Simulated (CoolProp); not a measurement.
Properties of n-perfluorobutane along the isotherm 176.85 °C (Tc = 113.2 °C, pc = 2.322 MPa, ω = 0.372).

Model: reference Helmholtz-energy equation of state, Gao 2022, in CoolProp.

| p (MPa) | phase | density (kg/m³) | cp (kJ/(kg K)) | cv (kJ/(kg K)) | Joule-Thomson coefficient (K/MPa) | isothermal compressibility (1/MPa) |
|---|---|---|---|---|---|---|
| 0.0968 | gas | 6.206 | 0.9826 | 0.9461 | 4.969 | 10.41 |
| 0.194 | gas | 12.54 | 0.9848 | 0.9466 | 5.029 | 5.237 |
| 0.29 | gas | 18.89 | 0.9870 | 0.9471 | 5.089 | 3.532 |
| 0.387 | gas | 25.41 | 0.9894 | 0.9476 | 5.152 | 2.669 |
| 0.484 | gas | 32.05 | 0.9920 | 0.9482 | 5.216 | 2.153 |
| 0.581 | gas | 38.80 | 0.9946 | 0.9488 | 5.282 | 1.810 |
| 0.677 | gas | 45.60 | ___ | 0.9493 | 5.348 | 1.567 |
| 0.774 | gas | 52.60 | 1.000 | 0.9499 | 5.417 | 1.384 |
| 0.871 | gas | ___ | ___ | 0.9506 | 5.487 | 1.242 |
| 0.968 | gas | 66.99 | 1.007 | 0.9512 | 5.558 | 1.129 |
| 1.06 | gas | 74.02 | 1.010 | 0.9518 | 5.627 | 1.041 |
| 1.16 | gas | 81.80 | 1.014 | 0.9526 | 5.703 | 0.9616 |

**Question.** Some entries are withheld; supply them.

**Answer.** 
- 0.677, cp (kJ/(kg K)): 0.9974
- 0.871, density (kg/m³): 59.73
- 0.871, cp (kJ/(kg K)): 1.003
